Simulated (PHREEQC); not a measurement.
PHREEQC input (ion-association model, phreeqc.dat):

```
SOLUTION 0
  temp 40
  units mmol/kgw
  pH 7 charge
  Br 3.7
  K 3.7
  Cl 3.81
  Mn(2) 1.9
SOLUTION 1-30
  temp 40
  units mmol/kgw
  pH 7 charge
  Br 23
  K 23.63
  Cl 18.44
  Mn(2) 8.9
END
EXCHANGE 1-30
  X 0.0034
  -equilibrate 1
END
SELECTED_OUTPUT 1
  -reset false
  -pH true
  -pe true
  -ionic_strength true
  -water true
  -step true
  -totals Br Cl K Mn Mn(2) Mn(3)
  -molalities KX MnX2
  -saturation_indices Pyrochroite Sylvite
PRINT
  -reset false
TRANSPORT
  -cells 30
  -shifts 90
  -lengths 0.00666667
  -time_step 720
  -dispersivities 0.01
  -boundary_conditions flux flux
  -correct_disp true
  -punch_cells 30
  -punch_frequency 3
END
```

Selected output (columns that matter, 13 of 31 rows; pore volumes added in front):

```
pore volumes	pH	mu	Br	Cl	K	Mn	m_KX	m_MnX2	si_Pyrochroite	si_Sylvite
0	5.068	0.049741	0.023	0.01844	0.02363	0.0089	0.0015984	0.00090082	-7.4546	-4.5227
0.2167	5.068	0.049741	0.023	0.01844	0.02363	0.0089	0.0015984	0.00090082	-7.4546	-4.5227
0.5167	5.0676	0.048808	0.022567	0.018112	0.023251	0.0087089	0.0015922	0.00090389	-7.4625	-4.5361
0.8167	5.0623	0.036934	0.016992	0.013886	0.018045	0.0064109	0.0014801	0.00095997	-7.573	-4.741
1.0167	5.0557	0.025846	0.01175	0.0099123	0.012906	0.004373	0.0013276	0.0010362	-7.7134	-5.0093
1.2167	5.049	0.017729	0.0078827	0.0069806	0.0089234	0.002965	0.0011568	0.0011216	-7.8584	-5.3
1.5167	5.0423	0.011804	0.0050043	0.0047987	0.0056885	0.0020523	0.00092842	0.0012358	-7.9963	-5.6381
1.8167	5.0396	0.0099532	0.0040562	0.00408	0.0044109	0.0018576	0.00077866	0.0013107	-8.0313	-5.8116
2.0167	5.039	0.0095737	0.0038433	0.0039186	0.00405	0.0018509	0.00072359	0.0013382	-8.0311	-5.8646
2.2167	5.0388	0.0094345	0.0037562	0.0038526	0.0038698	0.0018645	0.00069278	0.0013536	-8.0273	-5.8911
2.5167	5.0387	0.0093782	0.0037134	0.0038201	0.0037562	0.0018837	0.0006716	0.0013642	-8.0226	-5.9075
2.8167	5.0387	0.00937	0.0037031	0.0038124	0.0037183	0.0018936	0.000664	0.001368	-8.0203	-5.9128
3.0167	5.0387	0.0093696	0.0037012	0.0038109	0.0037086	0.0018967	0.00066197	0.001369	-8.0196	-5.9141
```

Complexes and solids missing from the database can't appear. Constants without temperature data keep their 25 °C values here.
